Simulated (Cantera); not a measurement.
## Silicon etching in halogen gases: Si + Br2 + H2

Charge: 1 mol Si, 0.76 mol Br2, 2.7 mol H2, equilibrated at 1177 °C.

Equilibrium computed with Cantera from the NASA thermochemical tables; the gas is ideal and each condensed phase is pure. Candidate condensed phases: Br2, Si; 19 gas species. The tables' values for SiBr3, SiBr are old estimates; treat these amounts as uncertain. Equilibrium is a limit: real reactors are often held back by kinetics, nucleation or transport.

```csv
P (Pa),x H2,x HBr,x SiBr2,x Br,x SiBr4,n Si(s)
1,0.667,0.163,0.0925,0.0730,4.31e-7,0.662
10,0.679,0.182,0.113,0.0255,6.40e-6,0.603
100,0.683,0.188,0.120,0.00830,7.21e-5,0.582
1000,0.686,0.188,0.120,0.00263,0.000722,0.576
10000,0.697,0.181,0.109,0.000792,0.00598,0.583
100000,0.731,0.152,0.0731,0.000205,0.0269,0.610
```
x: gas mole fraction; n: condensed amount in mol.

From 0.00750 Torr to 750 Torr the condensed part is Si(s). The main Si-bearing gas is SiBr2 throughout. The share of Si in condensed phases is highest at 0.00750 Torr (66.2 %) and lowest at 7.50 Torr (57.6 %).
